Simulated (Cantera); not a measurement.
A Cantera script and what it prints.

```python
import numpy as np
import cantera as ct

gas_names = [...]  # 136 gases of nasa_gas.yaml made of C, H, N, O
cond_names = """
    C(gr) C6H6(L) C7H8(L) C8H18(L),n-octa H2O(s) H2O(L)
""".split()


# ... load() reads the species with a 1 bar reference pressure and builds the phases ...
atoms = {
    'C6H6': {'C': 6, 'H': 6},
    'H2O': {'H': 2, 'O': 1},
    'N2': {'N': 2},
}
top_T = {'C(gr)': 4500}  # K; cautious upper limits of use, not melting points


# ... equilibrate(T, P, feed) seeds the gas with the atoms and calls Mixture.equilibrate('TP', solver="vcs", rtol=1e-11, max_steps=5000) ...
results = []
feed = {'C6H6': 1, 'H2O': 0.24, 'N2': 3.2}  # mol
P = 10  # Pa
for T in [673, 823, 973, 1123, 1273, 1423, 1573, 1723, 1873, 2023, 2173, 2323, 2473, 2623]:
    mix = equilibrate(T, P, feed)
    results.append((T, P, feed, dict(zip(mix.species_names, mix.species_moles))))

top = {s: max(r[3][s] / sum(r[3][g] for g in gas_names) for r in results) for s in gas_names}
cols = sorted((s for s in top if top[s] > 0.0001), key=lambda s: -top[s])[:8]
seen = [c for c in cond_names if any(r[3].get(c, 0) > 1e-12 for r in results)]
print("log10 of partial pressures in bar; condensed amounts in mol")
print(f"{'T/K':>10s}" + "".join(f"{s[:9]:>10s}" for s in cols + seen))
for T, P, feed, n in results:
    ng = sum(n[g] for g in gas_names)
    print(f"{T:10.4g}" + "".join(f"{np.log10(max(n[s] / ng * P / 1e5, 1e-99)):10.3f}" for s in cols)
          + "".join(f"{n.get(c, 0):10.4g}" for c in seen))
```

Result:

```
log10 of partial pressures in bar; condensed amounts in mol
       T/K         H        H2        N2        CO        C3        CN       HCN         C     C(gr)
       673   -16.415    -4.315    -4.318    -5.499   -53.570   -31.009   -12.995   -47.544     5.778
       823   -13.292    -4.314    -4.320    -5.445   -41.681   -24.778   -11.101   -37.368      5.76
       973   -11.123    -4.314    -4.320    -5.445   -33.474   -20.472    -9.795   -30.328      5.76
      1123    -9.528    -4.314    -4.320    -5.445   -27.474   -17.322    -8.841   -25.169      5.76
      1273    -8.304    -4.314    -4.320    -5.445   -22.900   -14.918    -8.114   -21.227     5.759
      1423    -7.335    -4.315    -4.320    -5.445   -19.302   -13.024    -7.542   -18.118     5.758
      1573    -6.549    -4.317    -4.321    -5.445   -16.399   -11.495    -7.081   -15.603     5.754
      1723    -5.901    -4.324    -4.323    -5.447   -14.010   -10.236    -6.706   -13.528     5.746
      1873    -5.363    -4.346    -4.331    -5.454   -12.011    -9.183    -6.402   -11.786      5.73
      2023    -4.924    -4.406    -4.350    -5.471   -10.314    -8.294    -6.170   -10.304     5.704
      2173    -4.587    -4.542    -4.385    -5.505    -8.857    -7.539    -6.023    -9.027     5.669
      2323    -4.365    -4.803    -4.433    -5.551    -7.594    -6.891    -5.975    -7.917     5.627
      2473    -4.255    -5.206    -4.476    -5.591    -6.488    -6.323    -6.020    -6.942      5.49
      2623    -4.231    -5.711    -4.519    -5.628    -5.513    -5.824    -6.138    -6.079     4.404
```

Equilibrium computed with Cantera from the NASA thermochemical tables; the gas is ideal and each condensed phase is pure.
